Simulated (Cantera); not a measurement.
What does this Cantera script print?

```python
import numpy as np
import cantera as ct

gas_names = """
    Fe FeO Fe(OH)2 H HO2 H2 H2O H2O2 O OH O2 O3
""".split()
cond_names = """
    Fe(a) Fe(c) Fe(d) Fe(L) FeO(s) FeO(L) Fe(OH)2(s) Fe(OH)3(s) Fe2O3(s) Fe3O4(s) H2O(s) H2O(L)
""".split()


# ... load() reads the species with a 1 bar reference pressure and builds the phases ...
atoms = {
    'Fe2O3': {'Fe': 2, 'O': 3},
    'H2': {'H': 2},
    'H2O': {'H': 2, 'O': 1},
}
top_T = {'Fe2O3(s)': 1830, 'Fe3O4(s)': 1870}  # K; cautious upper limits of use, not melting points


# ... equilibrate(T, P, feed) seeds the gas with the atoms and calls Mixture.equilibrate('TP', solver="vcs", rtol=1e-11, max_steps=5000) ...
results = []
feed = {'Fe2O3': 1, 'H2': 1.2, 'H2O': 0.08}  # mol
T = 1625  # K
for P in [10, 52, 270, 1400, 7200, 37000, 190000, 1000000]:
    mix = equilibrate(T, P, feed)
    results.append((T, P, feed, dict(zip(mix.species_names, mix.species_moles))))
    x = sorted(zip(gas.X, gas.species_names), reverse=True)
    print(f"T = {T:g} K  P = {P:g} Pa  gas = {mix.phase_moles(0):.4g} mol")
    print("   x: " + "  ".join(f"{s} {v:.3e}" for v, s in x if v > 1e-05))
    print("   condensed (mol): " + ("  ".join(f"{mix.phase(i).name} {mix.phase_moles(i):.4g}"
          for i in range(1, mix.n_phases) if mix.phase_moles(i) > 1e-12) or "none"))
```

Output:

```
T = 1625 K  P = 10 Pa  gas = 1.284 mol
   x: H2O 8.417e-01  H2 1.533e-01  H 2.762e-03  Fe 1.474e-03  OH 6.388e-04  FeO 5.303e-05  Fe(OH)2 3.935e-05  O2 2.369e-05
   condensed (mol): FeO(s) 1.998
T = 1625 K  P = 52 Pa  gas = 1.281 mol
   x: H2O 8.428e-01  H2 1.553e-01  H 1.219e-03  Fe 2.870e-04  OH 2.786e-04  Fe(OH)2 3.940e-05  FeO 1.020e-05
   condensed (mol): FeO(s) 2
T = 1625 K  P = 270 Pa  gas = 1.28 mol
   x: H2O 8.433e-01  H2 1.559e-01  H 5.362e-04  OH 1.221e-04  Fe 5.545e-05  Fe(OH)2 3.943e-05
   condensed (mol): FeO(s) 2
T = 1625 K  P = 1400 Pa  gas = 1.28 mol
   x: H2O 8.435e-01  H2 1.561e-01  H 2.356e-04  OH 5.360e-05  Fe(OH)2 3.944e-05  Fe 1.070e-05
   condensed (mol): FeO(s) 2
T = 1625 K  P = 7200 Pa  gas = 1.28 mol
   x: H2O 8.436e-01  H2 1.562e-01  H 1.039e-04  Fe(OH)2 3.944e-05  OH 2.363e-05
   condensed (mol): FeO(s) 2
T = 1625 K  P = 37000 Pa  gas = 1.28 mol
   x: H2O 8.437e-01  H2 1.562e-01  H 4.584e-05  Fe(OH)2 3.944e-05  OH 1.043e-05
   condensed (mol): FeO(s) 2
T = 1625 K  P = 190000 Pa  gas = 1.28 mol
   x: H2O 8.437e-01  H2 1.562e-01  Fe(OH)2 3.944e-05  H 2.023e-05
   condensed (mol): FeO(s) 2
T = 1625 K  P = 1e+06 Pa  gas = 1.28 mol
   x: H2O 8.437e-01  H2 1.562e-01  Fe(OH)2 3.944e-05
   condensed (mol): FeO(s) 2
```

Cantera equilibrium calculation (NASA polynomials, part measured and part estimated; ideal gas, pure solids and liquids). The tables' stoichiometric FeO is somewhat more stable than real wüstite, so its field is too wide. FeO: taken at fixed stoichiometry.
